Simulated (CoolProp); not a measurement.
Values from CoolProp's reference Helmholtz-energy equation of state, Lemmon 2013.

**Question.** Give the vapour pressure (MPa), liquid density (kg/m³), vapour Z, liquid viscosity (µPa s) of saturated propylene at 302.2, 328.3, 341.4 K.

**Answer.** 
```
T (K)  p (MPa)  liquid density (kg/m³)  vapour Z  liquid viscosity (µPa s)
-----  -------  ----------------------  --------  ------------------------
302.2     1.28                     499     0.789                      91.4
328.3     2.29                     446     0.677                      70.1
341.4     2.98                     410     0.601                      59.6
```

Viscosity comes from a separate model (Huber 2003), an estimate that may be off by 10 % or more.
